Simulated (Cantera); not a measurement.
A perfectly stirred reactor is fed with NH3 : N2 = 1 : 0.8 (molar parts), at 278 Torr; it is held at 1775 K, and followed from long to short residence time.

Computed with Cantera and the gas-phase N/H chemistry of the illustrative SiF4/NH3 mechanism in the Surface Chemkin manual (1991). Walls and surfaces, which speed up NH3 decomposition in real reactors, are not modelled.

x: mole fraction; the columns are a selection and need not sum to one.

```json
[
 {"τ (s)": "0.43", "x NH3": "0.397", "x N2H4": "6.33e-8", "x NH": "1.96e-6", "x H": "3.15e-5", "x N2": "0.450", "x NH2": "0.000216", "x N": "7.57e-8"},
 {"τ (s)": "0.18", "x NH3": "(withheld)", "x N2H4": "(withheld)", "x NH": "1.92e-6", "x H": "(withheld)", "x N2": "0.447", "x NH2": "(withheld)", "x N": "(withheld)"},
 {"τ (s)": "0.073", "x NH3": "0.519", "x N2H4": "9.93e-8", "x NH": "1.73e-6", "x H": "6.96e-6", "x N2": "0.446", "x NH2": "0.000270", "x N": "3.49e-8"},
 {"τ (s)": "0.030", "x NH3": "0.540", "x N2H4": "1.09e-7", "x NH": "(withheld)", "x H": "(withheld)", "x N2": "0.445", "x NH2": "0.000284", "x N": "(withheld)"},
 {"τ (s)": "0.013", "x NH3": "0.549", "x N2H4": "1.12e-7", "x NH": "1.29e-6", "x H": "1.37e-6", "x N2": "0.445", "x NH2": "0.000287", "x N": "7.51e-9"},
 {"τ (s)": "0.0052", "x NH3": "0.553", "x N2H4": "1.04e-7", "x NH": "1.10e-6", "x H": "5.60e-7", "x N2": "0.444", "x NH2": "0.000277", "x N": "2.94e-9"},
 {"τ (s)": "0.0022", "x NH3": "0.555", "x N2H4": "8.15e-8", "x NH": "8.84e-7", "x H": "2.42e-7", "x N2": "0.444", "x NH2": "0.000245", "x N": "1.18e-9"},
 {"τ (s)": "0.00089", "x NH3": "0.555", "x N2H4": "4.27e-8", "x NH": "5.36e-7", "x H": "1.04e-7", "x N2": "0.444", "x NH2": "0.000177", "x N": "4.18e-10"},
 {"τ (s)": "0.00037", "x NH3": "0.555", "x N2H4": "1.22e-8", "x NH": "1.93e-7", "x H": "5.92e-8", "x N2": "0.444", "x NH2": "9.50e-5", "x N": "1.44e-10"},
 {"τ (s)": "0.00015", "x NH3": "0.556", "x N2H4": "2.22e-9", "x NH": "4.01e-8", "x H": "4.90e-8", "x N2": "0.444", "x NH2": "4.05e-5", "x N": "3.51e-11"}
]
```

Task: Complete the blanks.

Result: 
- 0.18, x NH3: 0.475
- 0.18, x N2H4: 8.33e-8
- 0.18, x H: 1.55e-5
- 0.18, x NH2: 0.000248
- 0.18, x N: 5.78e-8
- 0.030, x NH: 1.49e-6
- 0.030, x H: 3.04e-6
- 0.030, x N: 1.69e-8
